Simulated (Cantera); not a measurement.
An isothermal, constant-pressure homogeneous reactor starts with H₂ : O₂ : N₂ = 0.042 : 1 : 1.6 (molar parts), at 1450 K and 0.00296 atm. Integrator tolerance rtol = 1e-08.

Model: the H2/O2 subset of GRI-Mech 3.0, which has no nitrogen chemistry, integrated in Cantera. Radical loss at walls, strong at low pressure, is not modelled.

What does this change do: temperature 1450 to 950 K?


```csv
quantity,before,after
x(H₂) at 1.00 s,0.000197 (gas-phase equilibrium 4.55e-7),9.88e-5 (gas-phase equilibrium 8.78e-12)
x(O₂) at 1.00 s,0.365 (gas-phase equilibrium 0.373),0.371 (gas-phase equilibrium 0.374)
x(H) at 1.00 s,0.00118 (gas-phase equilibrium 1.17e-7),0.000853 (gas-phase equilibrium <1e-12)
x(OH) at 1.00 s,0.00203 (gas-phase equilibrium 9.87e-5),0.000254 (gas-phase equilibrium 8.15e-8)
x(O) at 1.00 s,0.0108 (gas-phase equilibrium 2.26e-5),0.00322 (gas-phase equilibrium 3.57e-10)
x(H₂O₂) at 1.00 s,2.65e-9 (gas-phase equilibrium 8.24e-11),4.85e-9 (gas-phase equilibrium <1e-12)
x(H₂O) at 1.00 s,0.0141 (gas-phase equilibrium 0.0160),0.0153 (gas-phase equilibrium 0.0160)
```

What does this change do: 0.034 parts H2O added?


| quantity | before | after |
|---|---|---|
| x(H₂) at 1.00 s | 0.000197 (gas-phase equilibrium 4.55e-7) | 0.000320 (gas-phase equilibrium 8.19e-7) |
| x(O₂) at 1.00 s | 0.365 (gas-phase equilibrium 0.373) | 0.362 (gas-phase equilibrium 0.369) |
| x(H) at 1.00 s | 0.00118 (gas-phase equilibrium 1.17e-7) | 0.00131 (gas-phase equilibrium 1.57e-7) |
| x(OH) at 1.00 s | 0.00203 (gas-phase equilibrium 9.87e-5) | 0.00257 (gas-phase equilibrium 0.000131) |
| x(O) at 1.00 s | 0.0108 (gas-phase equilibrium 2.26e-5) | 0.00935 (gas-phase equilibrium 2.24e-5) |
| x(H₂O₂) at 1.00 s | 2.65e-9 (gas-phase equilibrium 8.24e-11) | 3.94e-9 (gas-phase equilibrium 1.46e-10) |
| x(H₂O) at 1.00 s | 0.0141 (gas-phase equilibrium 0.0160) | 0.0262 (gas-phase equilibrium 0.0286) |

What does this change do: N2 1.6 to 3 parts?


| quantity | before | after |
|---|---|---|
| x(H₂) at 1.00 s | 0.000197 (gas-phase equilibrium 4.55e-7) | 0.000135 (gas-phase equilibrium 3.67e-7) |
| x(O₂) at 1.00 s | 0.365 (gas-phase equilibrium 0.373) | 0.239 (gas-phase equilibrium 0.243) |
| x(H) at 1.00 s | 0.00118 (gas-phase equilibrium 1.17e-7) | 0.000831 (gas-phase equilibrium 1.05e-7) |
| x(OH) at 1.00 s | 0.00203 (gas-phase equilibrium 9.87e-5) | 0.00136 (gas-phase equilibrium 7.16e-5) |
| x(O) at 1.00 s | 0.0108 (gas-phase equilibrium 2.26e-5) | 0.00743 (gas-phase equilibrium 1.82e-5) |
| x(H₂O₂) at 1.00 s | 2.65e-9 (gas-phase equilibrium 8.24e-11) | 1.66e-9 (gas-phase equilibrium 4.33e-11) |
| x(H₂O) at 1.00 s | 0.0141 (gas-phase equilibrium 0.0160) | 0.00917 (gas-phase equilibrium 0.0104) |
